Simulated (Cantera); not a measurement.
Input (Python, Cantera) and output of one run.

```python
import numpy as np
import cantera as ct

gas_names = """
    C CH CH2 CH3 CH4 C2 C2H C2H2,acetylene C2H2,vinylidene C2H3,vinyl C2H4 C2H5 C2H6 C3 C3H3,propargyl
    C3H4,allene C3H4,propyne C3H4,cyclo- C3H5,allyl C3H6,propylene C3H6,cyclo- C3H7,n-propyl
    C3H7,i-propyl C3H8 C4 C4H2 C4H4,1,3-cyclo- C4H6,butadiene C4H6,2-butyne C4H6,cyclo- C4H8,1-butene
    C4H8,cis2-buten C4H8,tr2-butene C4H8,isobutene C4H8,cyclo- C4H9,n-butyl C4H9,i-butyl C4H9,s-butyl
    C4H9,t-butyl C4H10,isobutane C4H10,n-butane C5 C5H6,1,3cyclo- C5H8,cyclo- C5H10,1-pentene
    C5H10,cyclo- C5H11,pentyl C5H11,t-pentyl C5H12,n-pentane C5H12,i-pentane CH3C(CH3)2CH3 C6H2
    C6H5,phenyl C6H6 C6H10,cyclo- C6H12,1-hexene C6H12,cyclo- C6H13,n-hexyl C7H7,benzyl C7H8
    C7H14,1-heptene C7H15,n-heptyl C7H16,n-heptane C8H8,styrene C8H10,ethylbenz C8H16,1-octene
    C8H17,n-octyl C8H18,isooctane C8H18,n-octane C9H19,n-nonyl C10H8,naphthale C10H21,n-decyl
    C12H9,o-bipheny C12H10,bipheny H H2
""".split()
cond_names = """
    C(gr) C6H6(L) C7H8(L) C8H18(L),n-octa
""".split()


def load(file, names, dense=False):
    # The tables refer to 1 bar. Condensed volumes are neglected.
    table = {s.name: s for s in ct.Species.list_from_file(file)}
    out = []
    for n in names:
        d = dict(table[n].input_data)
        d["thermo"] = dict(d["thermo"], **{"reference-pressure": 1e5})
        if dense:
            d["equation-of-state"] = {"model": "constant-volume", "density": "1e6 g/cm^3"}
        out.append(ct.Species.from_dict(d))
    return out


gas = ct.Solution(thermo="ideal-gas", species=load("nasa_gas.yaml", gas_names))
cond = {s.name: ct.Solution(thermo="fixed-stoichiometry", species=[s], name=s.name)
        for s in load("nasa_condensed.yaml", cond_names, dense=True)}
atoms = {
    'CH4': {'C': 1, 'H': 4},
    'H2': {'H': 2},
}
top_T = {'C(gr)': 4500}  # K; cautious upper limits of use, not melting points


def equilibrate(T, P, feed):
    n = {}
    for name, mol in feed.items():
        for a, k in atoms[name].items():
            n[a] = n.get(a, 0.0) + k * mol
    gas.TPX = T, P, n
    mass = sum(n.values()) * gas.mean_molecular_weight
    gas.equilibrate("TP")
    valid = [c for c in cond.values() if c.min_temp <= T <= top_T.get(c.name, c.max_temp)]
    mix = ct.Mixture([(gas, mass / gas.mean_molecular_weight)] + [(c, 0.0) for c in valid])
    mix.T, mix.P = T, P
    mix.equilibrate("TP", solver="vcs", rtol=1e-11, max_steps=5000)
    return mix


results = []
feed = {'CH4': 1, 'H2': 15}  # mol
P = 13332.2  # Pa
for T in [898, 1048, 1198, 1348, 1498, 1648, 1798, 1948, 2098, 2248, 2398, 2548, 2698, 2848]:
    mix = equilibrate(T, P, feed)
    results.append((T, P, feed, dict(zip(mix.species_names, mix.species_moles))))
    x = sorted(zip(gas.X, gas.species_names), reverse=True)
    print(f"T = {T:g} K  P = {P:g} Pa  gas = {mix.phase_moles(0):.4g} mol")
    print("   x: " + "  ".join(f"{s} {v:.3e}" for v, s in x if v > 0.001))
    print("   condensed (mol): " + ("  ".join(f"{mix.phase(i).name} {mix.phase_moles(i):.4g}"
          for i in range(1, mix.n_phases) if mix.phase_moles(i) > 1e-12) or "none"))
```

Result:

```
T = 898 K  P = 13332.2 Pa  gas = 16.36 mol
   x: H2 9.606e-01  CH4 3.941e-02
   condensed (mol): C(gr) 0.3554
T = 1048 K  P = 13332.2 Pa  gas = 16.87 mol
   x: H2 9.923e-01  CH4 7.665e-03
   condensed (mol): C(gr) 0.8707
T = 1198 K  P = 13332.2 Pa  gas = 16.96 mol
   x: H2 9.979e-01  CH4 2.129e-03
   condensed (mol): C(gr) 0.9639
T = 1348 K  P = 13332.2 Pa  gas = 16.99 mol
   x: H2 9.992e-01
   condensed (mol): C(gr) 0.9868
T = 1498 K  P = 13332.2 Pa  gas = 16.99 mol
   x: H2 9.996e-01
   condensed (mol): C(gr) 0.9938
T = 1648 K  P = 13332.2 Pa  gas = 17 mol
   x: H2 9.995e-01
   condensed (mol): C(gr) 0.9954
T = 1798 K  P = 13332.2 Pa  gas = 17.01 mol
   x: H2 9.988e-01
   condensed (mol): C(gr) 0.9923
T = 1948 K  P = 13332.2 Pa  gas = 17.03 mol
   x: H2 9.963e-01  H 3.089e-03
   condensed (mol): C(gr) 0.9805
T = 2098 K  P = 13332.2 Pa  gas = 17.07 mol
   x: H2 9.901e-01  H 8.386e-03  C2H2,acetylene 1.413e-03
   condensed (mol): C(gr) 0.9508
T = 2248 K  P = 13332.2 Pa  gas = 17.17 mol
   x: H2 9.768e-01  H 1.989e-02  C2H2,acetylene 3.236e-03
   condensed (mol): C(gr) 0.8877
T = 2398 K  P = 13332.2 Pa  gas = 17.37 mol
   x: H2 9.513e-01  H 4.209e-02  C2H2,acetylene 6.571e-03
   condensed (mol): C(gr) 0.769
T = 2548 K  P = 13332.2 Pa  gas = 17.72 mol
   x: H2 9.071e-01  H 8.068e-02  C2H2,acetylene 1.197e-02
   condensed (mol): C(gr) 0.5666
T = 2698 K  P = 13332.2 Pa  gas = 18.3 mol
   x: H2 8.383e-01  H 1.414e-01  C2H2,acetylene 1.962e-02
   condensed (mol): C(gr) 0.2485
T = 2848 K  P = 13332.2 Pa  gas = 19.21 mol
   x: H2 7.459e-01  H 2.285e-01  C2H2,acetylene 2.375e-02
   condensed (mol): none
```

Equilibrium computed with Cantera from the NASA thermochemical tables; the gas is ideal and each condensed phase is pure.
